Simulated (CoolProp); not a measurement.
Saturation properties of propane.

Computed with CoolProp (reference Helmholtz-energy equation of state, Lemmon 2009).

| T (°C) | p (kPa) | liquid density (kg/m³) | liquid cp (kJ/(kg K)) | liquid conductivity (mW/(m K)) |
|---|---|---|---|---|
| 17.05 | 773.3 | 504.5 | 2.637 | 97.6 |
| 21.25 | (withheld) | 498.2 | 2.679 | 95.6 |
| 25.35 | (withheld) | 491.8 | 2.723 | 93.7 |
| 29.55 | 1067 | 485.1 | 2.771 | 91.8 |
| 33.75 | 1182 | 478.2 | 2.824 | (withheld) |
| 37.85 | 1303 | 471.2 | 2.881 | 88.0 |
| 42.05 | 1435 | 463.8 | (withheld) | 86.1 |
| 46.25 | 1578 | 456.1 | 3.017 | 84.3 |
| 50.35 | 1726 | 448.2 | 3.097 | 82.5 |

Problem. Some entries are withheld; supply them.

Solution. 
- 21.25, p (kPa): 864.3
- 25.35, p (kPa): 960.6
- 33.75, liquid conductivity (mW/(m K)): 89.8
- 42.05, liquid cp (kJ/(kg K)): 2.945

It boils at -42.1 °C under 1 atm.

Thermal conductivity comes from a separate model (Marsh 2002).
